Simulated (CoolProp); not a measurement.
Properties of octamethyltrisiloxane (MDM) along the isobar 9.08 bar.

Computed with CoolProp (reference Helmholtz-energy equation of state, Thol 2017).

```tsv
T (°C)	phase	cp (kJ/(kg K))	cv (kJ/(kg K))	isothermal compressibility (1/MPa)	fugacity coefficient
55.35	liquid	1.854	1.542	0.002264	0.003498
64.75	liquid	1.877	1.565	0.002468	0.005532
74.05	liquid	1.900	1.588	0.002694	0.008429
83.45	liquid	1.924	1.612	0.002951	0.01252
92.75	liquid	1.948	1.636	0.003240	0.01803
102.15	liquid	1.972	1.660	0.003571	0.02542
111.55	liquid	1.997	1.684	0.003950	0.03502
120.85	liquid	2.021	1.708	0.004382	0.04709
```
